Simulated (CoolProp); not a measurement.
Vapour-liquid equilibrium of propylene (1) + R152A (2) at 641 kPa; x and y are mole fractions of (1).

Values from CoolProp's multi-fluid Helmholtz-energy mixture model, Lemmon 2013 and Outcalt 1996; pair parameters Bell 2016.

```tsv
x	bubble temperature, mixture model (°C)	bubble temperature, Raoult's law (°C)	y, mixture model	y, Raoult's law
0.05	23.5	25.9	0.139	0.092
0.125	18.5	23.7	0.299	0.218
0.2	14.6	21.5	0.416	0.330
0.275	11.7	19.4	0.503	0.430
0.35	9.4	17.4	0.569	0.520
0.425	7.6	15.5	0.623	0.600
0.5	6.2	13.7	0.668	0.672
0.575	5.1	11.9	0.708	0.737
0.65	4.2	10.2	0.747	0.795
0.725	3.6	8.6	0.786	0.847
0.8	3.1	7.0	0.830	0.895
0.875	2.8	5.5	0.881	0.937
0.95	2.9	4.1	0.945	0.976
```

The largest gap from Raoult's law is -8.0 K in bubble temperature, at x = 0.35. y crosses x between x = 0.875 and 0.95: the model has an azeotrope there.

The pair parameters rest on a limited set of measurements; away from them the model extrapolates.
